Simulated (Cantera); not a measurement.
## Si₃N₄ + H₂O + N₂ (nitride etching)

A closed system holds: 1 mol Si₃N₄, 0.23 mol H₂O, 0.75 mol N₂, equilibrated at 3.60 mbar.

These are equilibrium values from Cantera (NASA tables, ideal gas, pure condensed phases), not measurements of a reactor. Candidate condensed phases: H₂O, Si, SiO₂, Si₂N₂O, Si₃N₄; 35 gas species. Mutual solubility and eutectic melting of coexisting phases are not modelled. The tables' values for SiN are old estimates; treat these amounts as uncertain. Kinetics and transport are ignored.

From 1125 K to 1725 K the condensed part is Si₂N₂O(s) + Si₃N₄(s). From 1825 K to 1925 K the condensed part is Si(l).

| T (K) | log p N₂ | log p H₂ | log p SiO | log p Si | log p H | log p Si₂N | log p SiN | n Si₂N₂O(s) | n Si₃N₄(s) | n Si(l) |
|---|---|---|---|---|---|---|---|---|---|---|
| 1125 | -2.55 | -3.11 | -13.40 | <-14 | -8.91 | <-14 | <-14 | 0.230 | 0.847 | 0 |
| 1225 | -2.55 | -3.11 | -11.19 | <-14 | -8.06 | <-14 | <-14 | 0.230 | 0.847 | 0 |
| 1325 | -2.55 | -3.11 | -9.32 | -12.34 | -7.34 | <-14 | -13.14 | 0.230 | 0.847 | 0 |
| 1425 | -2.55 | -3.11 | -7.71 | -10.43 | -6.72 | -12.94 | -11.45 | 0.230 | 0.847 | 0 |
| 1525 | -2.55 | -3.11 | -6.32 | -8.77 | -6.18 | -10.83 | -9.98 | 0.230 | 0.847 | 0 |
| 1625 | -2.55 | -3.11 | -5.11 | -7.31 | -5.71 | -8.98 | -8.69 | 0.228 | 0.847 | 0 |
| 1725 | -2.56 | -3.12 | -4.04 | -6.03 | -5.29 | -7.35 | -7.56 | 0.202 | 0.856 | 0 |
| 1825 | -2.51 | -3.60 | -3.59 | -5.34 | -5.15 | -6.79 | -6.98 | 0 | 0 | 2.77 |
| 1925 | -2.51 | -3.60 | -3.59 | -4.76 | -4.82 | -6.37 | -6.52 | 0 | 0 | 2.75 |
log p: log10 of the partial pressure in bar; n: condensed amount in mol.
